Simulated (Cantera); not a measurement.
## Equilibrium for carbon deposition, reforming and gasification: C₂H₂ + H₂O + H₂

Charge: 1 mol C₂H₂, a varied amount of H₂O, 15 mol H₂, equilibrated at 2398 K and 4.20 bar.

Equilibrium computed with Cantera from the NASA thermochemical tables; the gas is ideal and each condensed phase is pure. Candidate condensed phases: C, C₆H₆, C₇H₈, C₈H₁₈, H₂O; 110 gas species. Equilibrium is a limit: real reactors are often held back by kinetics, nucleation or transport.

```json
[
 {"n(H₂O) (mol)": "0.36", "x H₂": "0.963", "x CO": "0.0215", "x H₂O": "2.75e-6", "x H": "0.00755", "x C₂H₂ (acetylene)": "0.00666", "x CH₄": "0.000695", "x CO₂": "1.04e-8", "x CH₃": "0.000100", "n C(graphite)": "1.40"},
 {"n(H₂O) (mol)": "0.46", "x H₂": "0.958", "x CO": "0.0271", "x H₂O": "3.45e-6", "x H": "0.00752", "x C₂H₂ (acetylene)": "0.00662", "x CH₄": "0.000687", "x CO₂": "1.65e-8", "x CH₃": "9.94e-5", "n C(graphite)": "1.30"},
 {"n(H₂O) (mol)": "0.59", "x H₂": "0.951", "x CO": "0.0342", "x H₂O": "4.33e-6", "x H": "0.00750", "x C₂H₂ (acetylene)": "0.00657", "x CH₄": "0.000677", "x CO₂": "2.64e-8", "x CH₃": "9.83e-5", "n C(graphite)": "1.17"},
 {"n(H₂O) (mol)": "0.74", "x H₂": "0.943", "x CO": "0.0422", "x H₂O": "5.29e-6", "x H": "0.00747", "x C₂H₂ (acetylene)": "0.00651", "x CH₄": "0.000666", "x CO₂": "4.01e-8", "x CH₃": "9.70e-5", "n C(graphite)": "1.02"},
 {"n(H₂O) (mol)": "0.95", "x H₂": "0.932", "x CO": "0.0529", "x H₂O": "6.56e-6", "x H": "0.00742", "x C₂H₂ (acetylene)": "0.00644", "x CH₄": "0.000651", "x CO₂": "6.30e-8", "x CH₃": "9.54e-5", "n C(graphite)": "0.803"},
 {"n(H₂O) (mol)": "1.2", "x H₂": "0.920", "x CO": "0.0650", "x H₂O": "7.96e-6", "x H": "0.00738", "x C₂H₂ (acetylene)": "0.00636", "x CH₄": "0.000635", "x CO₂": "9.52e-8", "x CH₃": "9.36e-5", "n C(graphite)": "0.549"},
 {"n(H₂O) (mol)": "1.5", "x H₂": "0.907", "x CO": "0.0787", "x H₂O": "9.49e-6", "x H": "0.00732", "x C₂H₂ (acetylene)": "0.00627", "x CH₄": "0.000616", "x CO₂": "1.40e-7", "x CH₃": "9.15e-5", "n C(graphite)": "0.245"},
 {"n(H₂O) (mol)": "1.9", "x H₂": "0.894", "x CO": "0.0956", "x H₂O": "1.86e-5", "x H": "0.00727", "x C₂H₂ (acetylene)": "0.00230", "x CH₄": "0.000365", "x CO₂": "3.38e-7", "x CH₃": "5.47e-5", "n C(graphite)": "0"},
 {"n(H₂O) (mol)": "2.5", "x H₂": "0.872", "x CO": "0.0968", "x H₂O": "0.0238", "x H": "0.00718", "x C₂H₂ (acetylene)": "1.34e-9", "x CH₄": "2.68e-7", "x CO₂": "0.000448", "x CH₃": "4.06e-8", "n C(graphite)": "0"}
]
```
x: gas mole fraction; n: condensed amount in mol.

From 0.36 mol H₂O to 1.5 mol H₂O the condensed part is C(graphite). From 1.9 mol H₂O to 2.5 mol H₂O nothing is condensed. The main C-bearing gas is CO throughout.
